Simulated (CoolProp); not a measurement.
Model: reference Helmholtz-energy equation of state, Gao 2022, in CoolProp.

Q: For n-perfluorohexane, give the phase and the Z, cp (kJ/(kg K)), cv (kJ/(kg K)), Joule-Thomson coefficient (K/MPa) at 280.2 K and 1.87 MPa.

A: 
- 280.2 K and 1.87 MPa: liquid; Z 0.156, cp 1.02, cv 0.826, Joule-Thomson coefficient -0.314
